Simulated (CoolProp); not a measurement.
Values from CoolProp's reference Helmholtz-energy equation of state, Gao 2020.

For ammonia, give the phase and the cp (kJ/(kg K)), Prandtl number at 381.9 K and 0.482 MPa; 381.9 K and 1.1 MPa.


- 381.9 K and 0.482 MPa: gas; cp 2.34, Prandtl number 0.884
- 381.9 K and 1.1 MPa: gas; cp 2.48, Prandtl number 0.918

Viscosity comes from a separate model (Fenghour 1995). Thermal conductivity comes from a separate model (Tufeu 1984).
